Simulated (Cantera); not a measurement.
Mixture: C3H8 : O2 : N2 : CO2 = 1 : 2.78 : 15.6 : 3 (molar parts), equivalence ratio 1.8, at 1.20 bar, adiabatic and at constant volume. Ignition delay is the time to a rise of 400 K.

Detailed kinetics in Cantera: GRI-Mech 3.0 (53 species, 325 reactions). GRI-Mech 3.0 was tuned for natural gas; its chemistry of propane as a main component is partial and can be far from experiment.

**Question.** Predict: delay at 1100 K; delay at 1200 K; delay at 1300 K; delay at 1400 K; delay at 1500 K; delay at 1600 K; delay at 1700 K; apparent activation energy between 1500 and 1700 K.

**Answer.** 
* **delay at 1100 K**: 73.5 ms
* **delay at 1200 K**: 8.24 ms
* **delay at 1300 K**: 1.33 ms
* **delay at 1400 K**: 0.315 ms
* **delay at 1500 K**: 0.104 ms
* **delay at 1600 K**: 45.5 µs
* **delay at 1700 K**: 24.4 µs
* **apparent activation energy between 1500 and 1700 K**: 150 kJ/mol
